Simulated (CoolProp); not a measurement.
Computed with CoolProp (reference Helmholtz-energy equation of state, Zhou 2011).

Give the vapour pressure (bar), enthalpy of vaporisation (kJ/kg), liquid cp (kJ/(kg K)), surface tension (mN/m) of saturated dimethyl carbonate at 416.8, 509, 539.7 K.


```tsv
T (K)	p (bar)	enthalpy of vaporisation (kJ/kg)	liquid cp (kJ/(kg K))	surface tension (mN/m)
416.8	4.33	335	2.11	12.1
509	24.3	231	2.68	2.73
539.7	38.3	159	3.88	0.662
```

Surface tension comes from a separate correlation (Mulero 2014).
